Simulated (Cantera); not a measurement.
Gas mixture: H2 = 0.21 (molar parts), at 2700 Torr, frozen composition.

Cantera's kinetic-theory transport with the Lennard-Jones parameters of GRI-Mech 3.0, ideal gas; thermal conductivity in the mixture-averaged form.

One state of this run: ρ (kg/m³) = 0.0727; cp (J/kg/K) = 15380; μ (µPa s) = 22.1; λ (mW/m/K) = 494; Pr = 0.689; D (cm²/s) C2H2 = 1.83; D (cm²/s) OH = 3.08; D (cm²/s) H2O = 2.75. D: mixture-averaged diffusion coefficient of that species in the mixture.

Question: Which value of T (K) does it belong to?
(A) 400
(B) 1200
(C) 1800
(D) 1000

Answer: B, 1200
